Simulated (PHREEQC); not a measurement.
Dissolve 0.0017 mol/kgw MnSO4, 0.00036 mol/kgw MgSO4 and 0.00013 mol/kgw NaHCO3 at 25 °C. Closed to the air; pH follows from the charge balance.

The numbers come from PHREEQC with the ion-association model, phreeqc.dat.

No solid was allowed to form.

**Question.** What pH, specific conductance, ionic strength does the model give?

**Answer.** pH 7.36; specific conductance 422 µS/cm; ionic strength 0.00716 mol/kgw.

**Question.** In which forms is Mg present?

**Answer.** Mg+2 83 %, MgSO4 17 % of the Mg.

Examples of supersaturated solids here: Rhodochrosite. Others may be too.
